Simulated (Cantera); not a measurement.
Standard-state values (1 bar) from the NASA 1993 polynomials, evaluated with Cantera. Values are per mole of reaction as written; species without (g) are pure solids or liquids, kept so even where they would boil at 1 bar.

Problem. Between 773 and 998 K, where is each reaction favourable under standard conditions?
- 2 SrO + H₂(g) = 2 OH(g) + 2 Sr

Solution. 
- 2 SrO + H₂(g) = 2 OH(g) + 2 Sr: ΔG° is 1084 kJ at 773 K and 1033 kJ at 998 K; it stays positive (K < 1). ΔH° is 1254 kJ and ΔS° 221 J/K at 998 K.
